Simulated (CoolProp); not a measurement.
Computed with CoolProp (reference Helmholtz-energy equation of state, Lemmon 2006). It is a short technical equation, of lower accuracy than the large ones.

Problem. For R142b, give the phase and the Z, Joule-Thomson coefficient (K/MPa), viscosity (µPa s), conductivity (mW/(m K)) at 423.1 K and 33.8 bar; 423.1 K and 169 bar; 423.1 K and 304 bar.

Solution. 
- 423.1 K and 33.8 bar: gas; Z 0.667, Joule-Thomson coefficient 12.9, viscosity 17.5, conductivity 26.7
- 423.1 K and 169 bar: supercritical; Z 0.556, Joule-Thomson coefficient 0.252, viscosity 101, conductivity 60.1
- 423.1 K and 304 bar: supercritical; Z 0.910, Joule-Thomson coefficient -0.102, viscosity 131, conductivity 68.3

Viscosity comes from a separate model (Huber 2003), an estimate that may be off by 10 % or more. Thermal conductivity comes from a separate model (Huber 2003), an estimate that may be off by 10 % or more.
